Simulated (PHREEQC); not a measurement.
0.43 g of hydrous ferric oxide (600 m²/g; 0.2 weak and 0.005 strong sites per Fe, Dzombak-Morel constants, diffuse double layer) in 1 kg of water with 0.001 mol/kgw of an inert sodium salt and 2.9e-06 mol/kgw NaF, 3.3e-05 mol/kgw NiCl2 and 0.00025 mol/kgw ZnSO4, at 25 °C; the pH is set by adding NaOH or the inert anion's acid. Oxygen alone is held at its pressure in air (log pO2 = -0.68). CO2 from the air is kept out. Nothing may precipitate in this run.

Equilibrium calculation in PHREEQC: ion-association model, wateq4f.dat.

Task: Predict F sorbed (%), Ni sorbed (%) at pH = 3.38, 4.88, 5.62, 6.38, 9.

Result: 
```csv
pH,F sorbed (%),Ni sorbed (%)
3.38,94.7,0.0
4.88,75.8,0.7
5.62,50.8,3.0
6.38,33.0,16.3
9,1.0,99.9
```

The oxide is taken as insoluble; below pH 4 it would dissolve.
